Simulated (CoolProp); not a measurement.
The fluid at 293.15 K and 0.0674 MPa flows at 1.9 m/s in a round tube of 10 mm bore and 15 µm roughness, fully developed (64/Re and Nu = 3.66 if laminar; Colebrook and Gnielinski if turbulent). The same conditions are run with several fluids, on thermodynamics alone (safety and materials aside).

Model: reference Helmholtz-energy equation of state of each fluid (R404A: Lemmon 2003; normal hydrogen: Leachman 2009; ethane: Bücker 2006; R143a: Lemmon and Jacobsen 2000), in CoolProp. Blends and air are pseudo-pure fits.

Question: Rank R404A, normal hydrogen, ethane, R143a by Reynolds number, highest first.

Answer: R404A (4320), R143a (4090), ethane (1730), normal hydrogen (120)

```json
[
 {"fluid": "R404A", "Darcy friction factor": "0.0406", "pressure drop (Pa/m)": "20.0", "heat-transfer coefficient (W/(m² K))": "20.0", "mass flow (kg/h)": "1.47"},
 {"fluid": "normal hydrogen", "Darcy friction factor": "0.532", "pressure drop (Pa/m)": "5.35", "heat-transfer coefficient (W/(m² K))": "67.1", "mass flow (kg/h)": "0.0299"},
 {"fluid": "ethane", "Darcy friction factor": "0.0371", "pressure drop (Pa/m)": "5.59", "heat-transfer coefficient (W/(m² K))": "7.44", "mass flow (kg/h)": "0.449"},
 {"fluid": "R143a", "Darcy friction factor": "0.0412", "pressure drop (Pa/m)": "17.5", "heat-transfer coefficient (W/(m² K))": "19.9", "mass flow (kg/h)": "1.26"}
]
```

Transport values come from each fluid's own correlations; those of R143a are estimates that may be off by 10 % or more.
